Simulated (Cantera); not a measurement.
A closed system holds: 1 mol CuO, 4.2 mol C, 7.3 mol N2, equilibrated at 2198.15 K and 368 Torr.

Equilibrium computed with Cantera from the NASA thermochemical tables; the gas is ideal and each condensed phase is pure. Candidate condensed phases: C, Cu, CuO, Cu2O; 27 gas species. Kinetics and transport are ignored.

**Question.** What is the equilibrium state?

**Answer.** 
```json
{
 "x(N2)": "0.838",
 "x(CO)": "0.115",
 "x(Cu)": "0.0467",
 "x(Cu2)": "0.000354",
 "x(C2N2)": "8.29e-6",
 "x(CN)": "7.75e-6",
 "n(C(graphite))": "3.20 mol",
 "n(Cu(l))": "0.587 mol",
 "gas_amount": "8.710 mol"
}
```
